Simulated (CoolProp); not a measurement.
Vapour-liquid equilibrium of R13 (1) + isobutane (2) at 247.8 K; x and y are mole fractions of (1).

Computed with CoolProp (multi-fluid Helmholtz-energy mixture model, Platzer 1990 and Bücker 2006; pair parameters Bell 2016). This equation is an older, rougher fit; its heat capacities, sound speeds and derivatives of the liquid may be far off and weren't checked against measurements.

```json
[
 {"x": "0.05", "bubble pressure (MPa)": "0.1318", "y at the bubble point": "0.571", "dew pressure at overall composition x (MPa)": "0.06054", "liquid density (mol/L)": "10.57"},
 {"x": "0.125", "bubble pressure (MPa)": "0.2314", "y at the bubble point": "0.764", "dew pressure at overall composition x (MPa)": "0.06567", "liquid density (mol/L)": "10.71"},
 {"x": "0.2", "bubble pressure (MPa)": "0.3184", "y at the bubble point": "0.835", "dew pressure at overall composition x (MPa)": "0.07175", "liquid density (mol/L)": "10.85"},
 {"x": "0.275", "bubble pressure (MPa)": "0.3946", "y at the bubble point": "0.872", "dew pressure at overall composition x (MPa)": "0.07905", "liquid density (mol/L)": "10.98"},
 {"x": "0.35", "bubble pressure (MPa)": "0.4621", "y at the bubble point": "0.896", "dew pressure at overall composition x (MPa)": "0.08799", "liquid density (mol/L)": "11.12"},
 {"x": "0.425", "bubble pressure (MPa)": "0.5229", "y at the bubble point": "0.913", "dew pressure at overall composition x (MPa)": "0.09920", "liquid density (mol/L)": "11.26"},
 {"x": "0.5", "bubble pressure (MPa)": "0.5790", "y at the bubble point": "0.926", "dew pressure at overall composition x (MPa)": "0.1136", "liquid density (mol/L)": "11.39"},
 {"x": "0.575", "bubble pressure (MPa)": "0.6324", "y at the bubble point": "0.938", "dew pressure at overall composition x (MPa)": "0.1330", "liquid density (mol/L)": "11.53"},
 {"x": "0.65", "bubble pressure (MPa)": "0.6850", "y at the bubble point": "0.948", "dew pressure at overall composition x (MPa)": "0.1601", "liquid density (mol/L)": "11.66"},
 {"x": "0.725", "bubble pressure (MPa)": "0.7385", "y at the bubble point": "0.958", "dew pressure at overall composition x (MPa)": "0.2010", "liquid density (mol/L)": "11.78"},
 {"x": "0.8", "bubble pressure (MPa)": "0.7948", "y at the bubble point": "0.968", "dew pressure at overall composition x (MPa)": "0.2691", "liquid density (mol/L)": "11.90"},
 {"x": "0.875", "bubble pressure (MPa)": "0.8557", "y at the bubble point": "0.979", "dew pressure at overall composition x (MPa)": "0.4014", "liquid density (mol/L)": "12.02"},
 {"x": "0.95", "bubble pressure (MPa)": "0.9231", "y at the bubble point": "0.991", "dew pressure at overall composition x (MPa)": "0.6947", "liquid density (mol/L)": "12.13"}
]
```

No azeotrope shows between x = 0.05 and 0.95.

The pair parameters rest on a limited set of measurements; away from them the model extrapolates. The gap from Raoult's law changes sign with composition, which may be real or a fault of the pair parameters; it wasn't checked against measurements.
